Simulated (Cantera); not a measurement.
Cantera run:

```python
import numpy as np
import cantera as ct

gas_names = """
    C CH CH2 CH3 CH4 C2 C2H C2H2,acetylene C2H2,vinylidene C2H3,vinyl C2H4 C2H5 C2H6 C3 C3H3,propargyl
    C3H4,allene C3H4,propyne C3H4,cyclo- C3H5,allyl C3H6,propylene C3H6,cyclo- C3H7,n-propyl
    C3H7,i-propyl C3H8 C4 C4H2 C4H4,1,3-cyclo- C4H6,butadiene C4H6,2-butyne C4H6,cyclo- C4H8,1-butene
    C4H8,cis2-buten C4H8,tr2-butene C4H8,isobutene C4H8,cyclo- C4H9,n-butyl C4H9,i-butyl C4H9,s-butyl
    C4H9,t-butyl C4H10,isobutane C4H10,n-butane C5 C5H6,1,3cyclo- C5H8,cyclo- C5H10,1-pentene
    C5H10,cyclo- C5H11,pentyl C5H11,t-pentyl C5H12,n-pentane C5H12,i-pentane CH3C(CH3)2CH3 C6H2
    C6H5,phenyl C6H6 C6H10,cyclo- C6H12,1-hexene C6H12,cyclo- C6H13,n-hexyl C7H7,benzyl C7H8
    C7H14,1-heptene C7H15,n-heptyl C7H16,n-heptane C8H8,styrene C8H10,ethylbenz C8H16,1-octene
    C8H17,n-octyl C8H18,isooctane C8H18,n-octane C9H19,n-nonyl C10H8,naphthale C10H21,n-decyl
    C12H9,o-bipheny C12H10,bipheny H H2 Si SiC SiC2 SiC4H12 SiH SiH2 SiH3 SiH4 Si2 Si2C Si3
""".split()
cond_names = """
    C(gr) C6H6(L) C7H8(L) C8H18(L),n-octa Si(cr) Si(L) SiC(b)
""".split()


def load(file, names, dense=False):
    # The tables refer to 1 bar. Condensed volumes are neglected.
    table = {s.name: s for s in ct.Species.list_from_file(file)}
    out = []
    for n in names:
        d = dict(table[n].input_data)
        d["thermo"] = dict(d["thermo"], **{"reference-pressure": 1e5})
        if dense:
            d["equation-of-state"] = {"model": "constant-volume", "density": "1e6 g/cm^3"}
        out.append(ct.Species.from_dict(d))
    return out


gas = ct.Solution(thermo="ideal-gas", species=load("nasa_gas.yaml", gas_names))
cond = {s.name: ct.Solution(thermo="fixed-stoichiometry", species=[s], name=s.name)
        for s in load("nasa_condensed.yaml", cond_names, dense=True)}
atoms = {
    'SiC': {'Si': 1, 'C': 1},
    'Si': {'Si': 1},
    'H2': {'H': 2},
}
top_T = {'C(gr)': 4500, 'SiC(b)': 3050}  # K; cautious upper limits of use, not melting points


def equilibrate(T, P, feed):
    n = {}
    for name, mol in feed.items():
        for a, k in atoms[name].items():
            n[a] = n.get(a, 0.0) + k * mol
    gas.TPX = T, P, n
    mass = sum(n.values()) * gas.mean_molecular_weight
    gas.equilibrate("TP")
    valid = [c for c in cond.values() if c.min_temp <= T <= top_T.get(c.name, c.max_temp)]
    mix = ct.Mixture([(gas, mass / gas.mean_molecular_weight)] + [(c, 0.0) for c in valid])
    mix.T, mix.P = T, P
    mix.equilibrate("TP", solver="vcs", rtol=1e-11, max_steps=5000)
    return mix


results = []
T = 2623  # K
P = 100000  # Pa
for m in [0.023, 0.034, 0.048, 0.07, 0.1, 0.14, 0.21]:
    feed = {'SiC': 1, 'Si': 0.0025, 'H2': m}  # mol
    mix = equilibrate(T, P, feed)
    results.append((T, P, feed, dict(zip(mix.species_names, mix.species_moles))))

top = {s: max(r[3][s] / sum(r[3][g] for g in gas_names) for r in results) for s in gas_names}
cols = sorted((s for s in top if top[s] > 1e-06), key=lambda s: -top[s])[:9]
seen = [c for c in cond_names if any(r[3].get(c, 0) > 1e-12 for r in results)]
print("log10 of partial pressures in bar; condensed amounts in mol")
print(f"{'n(H2)':>10s}" + "".join(f"{s[:9]:>10s}" for s in cols + seen))
for T, P, feed, n in results:
    ng = sum(n[g] for g in gas_names)
    print(f"{feed['H2']:10.4g}" + "".join(f"{np.log10(max(n[s] / ng * P / 1e5, 1e-99)):10.3f}" for s in cols)
          + "".join(f"{n.get(c, 0):10.4g}" for c in seen))
```

Result:

```
log10 of partial pressures in bar; condensed amounts in mol
     n(H2)        H2         H        Si       SiH      Si2C C2H2,acet      SiH2      SiC2       Si2     Si(L)    SiC(b)
     0.023    -0.027    -1.389    -1.943    -2.612    -2.657    -2.781    -2.834    -3.385    -3.442  0.002152    0.9998
     0.034    -0.027    -1.389    -1.943    -2.612    -2.657    -2.781    -2.834    -3.385    -3.442  0.001985    0.9998
     0.048    -0.027    -1.389    -1.943    -2.612    -2.657    -2.781    -2.834    -3.385    -3.442  0.001773    0.9997
      0.07    -0.027    -1.389    -1.943    -2.612    -2.657    -2.781    -2.834    -3.385    -3.442  0.001439    0.9995
       0.1    -0.027    -1.389    -1.943    -2.612    -2.657    -2.781    -2.834    -3.385    -3.442 0.0009849    0.9993
      0.14    -0.027    -1.389    -1.943    -2.612    -2.657    -2.781    -2.834    -3.385    -3.442 0.0003788    0.9991
      0.21    -0.027    -1.389    -1.994    -2.663    -2.708    -2.678    -2.885    -3.334    -3.544         0    0.9984
```

These are equilibrium values from Cantera (NASA tables, ideal gas, pure condensed phases), not measurements of a reactor. Mutual solubility and eutectic melting of coexisting phases are not modelled. Gases not in the tables: Si2H6 and higher silanes.
